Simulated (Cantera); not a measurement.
Feed: 1 mol SiCl₄, 4.6 mol H₂O, 19 mol N₂O, at 0.180 Torr.

These are equilibrium values from Cantera (NASA tables, ideal gas, pure condensed phases), not measurements of a reactor. Candidate condensed phases: H₂O, NH₄Cl, Si, SiO₂, Si₂N₂O, Si₃N₄; 47 gas species. The tables hold silica as quartz up to 1696 K and as liquid above; real silica turns to tridymite and cristobalite and melts near 1996 K. Equilibrium is a limit: real reactors are often held back by kinetics, nucleation or transport.

### Question
Which condensed phases are stable at each of these points (T (K)): 898, 973, 1048, 1123, 1198, 1273, 1348, 1423, 1498, 1573, 1648, 1723?

### Answer
| T (K) | condensed phases | Si condensed (%) |
|---|---|---|
| 898 | SiO₂(β-quartz) | 100.0 |
| 973 | SiO₂(β-quartz) | 100.0 |
| 1048 | SiO₂(β-quartz) | 100.0 |
| 1123 | SiO₂(β-quartz) | 100.0 |
| 1198 | SiO₂(β-quartz) | 100.0 |
| 1273 | SiO₂(β-quartz) | 100.0 |
| 1348 | SiO₂(β-quartz) | 100.0 |
| 1423 | SiO₂(β-quartz) | 100.0 |
| 1498 | SiO₂(β-quartz) | 100.0 |
| 1573 | SiO₂(β-quartz) | 100.0 |
| 1648 | SiO₂(β-quartz) | 100.0 |
| 1723 | SiO₂(condensed) | 100.0 |

From 898 K to 1648 K the condensed part is SiO₂(β-quartz). At 1723 K the condensed part is SiO₂(condensed).
